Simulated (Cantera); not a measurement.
A diamond (100) surface in a fixed gas of H2 with x(CH4) = 0.0049, x(CH3) = 2.2e-05, at 1350 K, 5000 Pa; coverages are run to steady state.

Computed with Cantera and the Harris–Goodwin 1993 mechanism for the reconstructed diamond (100) surface.

One state of this run: growth (µm/h) = 0.602; θ c6HH = 0.349; θ c6H* = 0.0552; θ c6*H = 0.539; θ c6** = 0.0571. θ: site fractions in the mechanism's names (c6HH fully hydrogenated, c6H* and c6*H radical sites, c6** diradical, c6HM methylated).

Question: Which value of x(H) does it belong to?
(A) 0.0001
(B) 0.0011
(C) 0.00022
(D) 0.054

Answer: D, 0.054
